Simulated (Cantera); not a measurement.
Input: 1 mol CH3F, 0.17 mol CH4, 14 mol H2, at 2652 °C and 15.0 Pa.

Cantera equilibrium calculation (NASA polynomials, part measured and part estimated; ideal gas, pure solids and liquids). Candidate condensed phases: C, C6H6, C7H8, C8H18; 95 gas species. Kinetics and transport are ignored.

Base state: H 0.933, C 0.0234, HF 0.0190, F 0.0114, H2 0.00840, C3 0.00272, C2 0.00189, CF 0.000161 (mole fractions); condensed: gas only.

Question: What changes in the equilibrium state with this change: pressure from 15.0 Pa to 10.0 mbar?

Answer: 
```json
[
 {"species": "H", "before": "0.933", "after": "0.659"},
 {"species": "H2", "before": "0.00840", "after": "0.279"},
 {"species": "HF", "before": "0.0190", "after": "0.0398"},
 {"species": "C", "before": "0.0234", "after": "0.00190"},
 {"species": "F", "before": "0.0114", "after": "0.000505"},
 {"species": "C4H2", "before": "3.70e-9", "after": "0.000107"},
 {"species": "C2H2 (acetylene)", "before": "8.63e-6", "after": "0.00847"},
 {"species": "C2H2 (vinylidene)", "before": "2.28e-8", "after": "2.24e-5"}
]
```

Question: What changes in the equilibrium state with this change: H2 from 14 to 7 mol?

Answer: 
```tsv
species	before	after
H	0.933	0.895
HF	0.0190	0.0326
C	0.0234	0.0324
F	0.0114	0.0203
C3	0.00272	0.00725
CF	0.000161	0.000400
C2	0.00189	0.00364
```

Question: What changes in the equilibrium state with this change: H2 from 14 to 0.56 mol?

Answer: 
| species | before | after |
|---|---|---|
| H | 0.933 | 0.716 |
| HF | 0.0190 | 0.0948 |
| F | 0.0114 | 0.0739 |
| C3 | 0.00272 | 0.0389 |
| C2 | 0.00189 | 0.0112 |
| C | 0.0234 | 0.0567 |
| C5 | 8.13e-7 | 6.88e-5 |
| C4 | 1.06e-6 | 3.69e-5 |
| CF | 0.000161 | 0.00254 |
